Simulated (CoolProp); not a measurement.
A closed Brayton cycle with nitrogen: compressor inlet 319.15 K and 2.6 MPa, high pressure 6.99 MPa, turbine inlet 645 K, compressor efficiency 0.89, turbine efficiency 0.9, recuperator effectiveness 0 (on enthalpy, no pinch check). Each further row changes one setting.

Computed with CoolProp (reference Helmholtz-energy equation of state, Span 2000).

| case | thermal efficiency (%) | net work (kJ/kg) | compressor to turbine work | compressor exit (K) | turbine exit (K) |
|---|---|---|---|---|---|
| as stated | 12.6 | 28.6 | 0.81 | 437.2 | 505.0 |
| turbine inlet 595 K | 9.6 | 16.6 | 0.88 | 437.2 | 464.7 |
| compressor inlet 329.15 K | 11.6 | 24.6 | 0.84 | 450.8 | 505.0 |
| high pressure 5.94 MPa | 11.7 | 29.2 | 0.77 | 415.5 | 525.7 |
| recuperator effectiveness 0.5 | 15.0 | 28.6 | 0.81 | 437.2 | 505.0 |
